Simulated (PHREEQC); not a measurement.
Reverse-osmosis permeate: speciation

Synthetic water in mmol/kgw, 40 °C, pH 6.36, pe 9.1: Na 0.392; K 0.117; Ca 0.109; Mg 0.0545; Cl 0.125; S(6) 0.177; Alkalinity (meq/kgw) 0.341; Cd 0.0035.

Valence states are taken as typed.

Computed with PHREEQC (ion-association model, wateq4f.dat).

- ionic strength: 0.00115 mol/kgw
- charge-balance error: 1.4 %

```
species  molality  activity   log γ
-------  --------  --------  ------
Na+      0.000392  0.000377  -0.017
HCO3-    0.000340  0.000328  -0.017
CO2      0.000284  0.000284   0.000
SO4-2    0.000171  0.000147  -0.067
Cl-      0.000125  0.000120  -0.017
K+       0.000117  0.000112  -0.017
```

This is a speciation only: nothing precipitates in the calculation. Complexes and solids missing from the database can't appear. Constants without temperature data keep their 25 °C values here.
